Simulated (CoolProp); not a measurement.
Saturation properties of propylene glycol (Tc = 674.0 K, pc = 7.292 MPa, ω = 0.327).

The numbers come from the reference Helmholtz-energy equation of state, Eisenbach 2021 in CoolProp.

```csv
T (K),p (MPa),liquid density (kg/m³),vapour Z
446.9,0.06406,906.5,0.9857
457.2,0.08940,896.3,0.9816
467.4,0.1222,885.9,0.9767
477.7,0.1647,875.2,0.9710
488,0.2188,864.0,0.9642
498.2,0.2857,852.7,0.9565
508.5,0.3693,840.8,0.9475
518.7,0.4705,828.6,0.9374
529,0.5943,815.7,0.9258
539.2,0.7413,802.5,0.9128
549.5,0.9179,788.6,0.8982
559.7,1.124,774.1,0.8819
```

It boils at 461.2 K under 1 atm.
